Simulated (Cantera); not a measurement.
# Adiabatic ignition

An adiabatic, constant-volume homogeneous reactor starts with CH3OH : O2 : N2 = 1 : 2.14 : 8.06 (molar parts), equivalence ratio 0.70, at 1275 K and 3150 Torr.

Detailed kinetics in Cantera: GRI-Mech 3.0 (53 species, 325 reactions). GRI-Mech 3.0 was tuned for natural gas; its chemistry of methanol as a main component is partial and can be far from experiment.

```csv
t (s),T (K),P (bar),x CH3OH,x O2,x H2,x HCN,x C2H6,x H
2.00e-6,1275,4.20,0.0893,0.191,1.25e-7,<1e-12,<1e-12,1.82e-9
7.48e-6,1275,4.20,0.0893,0.191,5.00e-7,<1e-12,2.09e-11,1.93e-9
2.80e-5,1275,4.20,0.0893,0.191,2.02e-6,<1e-12,2.75e-10,2.12e-9
0.000105,1275,4.20,0.0893,0.191,8.95e-6,<1e-12,1.34e-9,2.96e-9
0.000391,1275,4.20,0.0890,0.191,8.57e-5,<1e-12,3.97e-9,1.47e-8
0.00146,2773,9.70,<1e-12,0.0517,0.00433,3.39e-10,<1e-12,0.00158
0.00547,2766,9.67,<1e-12,0.0497,0.00431,4.01e-10,<1e-12,0.00154
0.0205,2766,9.67,<1e-12,0.0497,0.00431,4.01e-10,<1e-12,0.00154
0.0765,2766,9.67,<1e-12,0.0497,0.00431,4.01e-10,<1e-12,0.00154
0.286,2766,9.67,<1e-12,0.0497,0.00431,4.01e-10,<1e-12,0.00154
1.07,2766,9.67,<1e-12,0.0497,0.00431,4.01e-10,<1e-12,0.00154
4.00,2766,9.67,<1e-12,0.0497,0.00431,4.01e-10,<1e-12,0.00154
```
x: mole fraction; the columns are a selection and need not sum to one.

```yaml
time_of_steepest_temperature_rise: 0.936 ms
temperature at 4.00 s: 2766 K
equilibrium_temperature: 2766 K
x(CH3OH) at 4.00 s: <1e-12 (gas-phase equilibrium <1e-12)
x(O2) at 4.00 s: 0.0497 (gas-phase equilibrium 0.0497)
x(H2) at 4.00 s: 0.00431 (gas-phase equilibrium 0.00431)
```
